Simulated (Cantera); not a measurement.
Feed: 1 mol Si3N4, 0.0031 mol O2, 10 mol N2, at 4.10e-5 bar.

These are equilibrium values from Cantera (NASA tables, ideal gas, pure condensed phases), not measurements of a reactor. Candidate condensed phases: Si, SiO2, Si2N2O, Si3N4; 16 gas species. The numbers say what is thermodynamically allowed, not how fast it happens.

Task: What share of the Si ends up in condensed phases as a function of T (K), at 1523, 1573, 1623, 1673, 1723, 1773, 1823, 1873, 1923, 1973, 2023, 2073, 2123, 2173?

Result: 
```tsv
T (K)	Si condensed (%)	as
1523	99.6	Si(s)
1573	99.2	Si(s)
1623	98.2	Si(s)
1673	95.5	Si(s)
1723	89.7	Si(l)
1773	77.2	Si(l)
1823	50.0	Si(l)
1873	0.0	-
1923	0.0	-
1973	0.0	-
2023	0.0	-
2073	0.0	-
2123	0.0	-
2173	0.0	-
```
